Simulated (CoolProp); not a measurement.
The fluid at 270.19 K and 0.167 MPa is compressed adiabatically to 1.21 MPa with isentropic efficiency 0.9. The same conditions are run with several fluids, on thermodynamics alone (safety and materials aside).

Model: reference Helmholtz-energy equation of state of each fluid (C3F8 (R218): Lemmon 2006; R1132(E): Akasaka 2024; R22: Kamei 1995; carbon monoxide: Lemmon 2006; ammonia: Gao 2020), in CoolProp.

```csv
fluid,work (kJ/kg),final temperature (K),final density (kg/m³)
C3F8 (R218),24.4,?,119
R1132(E),?,?,?
R22,63.0,374.3,?
carbon monoxide,?,497.0,8.16
ammonia,?,437.2,5.85
```

Fill in the missing entries.


- C3F8 (R218), final temperature (K): 316.3
- R1132(E), work (kJ/kg): 85.1
- R1132(E), final temperature (K): 366.4
- R1132(E), final density (kg/m³): 27.4
- R22, final density (kg/m³): 36.7
- carbon monoxide, work (kJ/kg): 237
- ammonia, work (kJ/kg): 356
